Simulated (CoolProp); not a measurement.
Values from CoolProp's reference Helmholtz-energy equation of state, Lemmon 2006. It is a short technical equation, of lower accuracy than the large ones.

**Question.** Give the vapour pressure (MPa), liquid density (kg/m³), vapour density (kg/m³), liquid cp (kJ/(kg K)) of saturated CH3F (R41) at 212.6, 271.2, 282.9 K.

**Answer.** 
```
T (K)  p (MPa)  liquid density (kg/m³)  vapour density (kg/m³)  liquid cp (kJ/(kg K))
-----  -------  ----------------------  ----------------------  ---------------------
212.6    0.247                     843                    5.13                   2.11
271.2     1.93                     685                    40.1                   2.59
282.9     2.64                     643                    57.4                   2.88
```
